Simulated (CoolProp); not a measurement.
Vapour-liquid equilibrium of R22 (1) + R152A (2) at 52.15 °C; x and y are mole fractions of (1).

The numbers come from the multi-fluid Helmholtz-energy mixture model, Kamei 1995 and Outcalt 1996; pair parameters Bell 2016 in CoolProp.

| x | bubble pressure, mixture model (kPa) | bubble pressure, Raoult's law (kPa) | y, mixture model | y, Raoult's law |
|---|---|---|---|---|
| 0.05 | 1270 | 1282 | 0.066 | 0.080 |
| 0.125 | 1314 | 1342 | 0.161 | 0.190 |
| 0.2 | 1360 | 1402 | 0.253 | 0.291 |
| 0.275 | 1409 | 1462 | 0.341 | 0.384 |
| 0.35 | 1460 | 1521 | 0.425 | 0.469 |
| 0.425 | 1513 | 1581 | 0.507 | 0.548 |
| 0.5 | 1570 | 1641 | 0.584 | 0.622 |
| 0.575 | 1631 | 1701 | 0.658 | 0.690 |
| 0.65 | 1695 | 1761 | 0.728 | 0.753 |
| 0.725 | 1762 | 1821 | 0.794 | 0.812 |
| 0.8 | 1833 | 1881 | 0.856 | 0.868 |
| 0.875 | 1908 | 1940 | 0.913 | 0.920 |
| 0.95 | 1986 | 2000 | 0.967 | 0.969 |

The largest gap from Raoult's law is -4.3 % in bubble pressure, at x = 0.5. No azeotrope shows between x = 0.05 and 0.95.

The pair parameters rest on a limited set of measurements; away from them the model extrapolates.
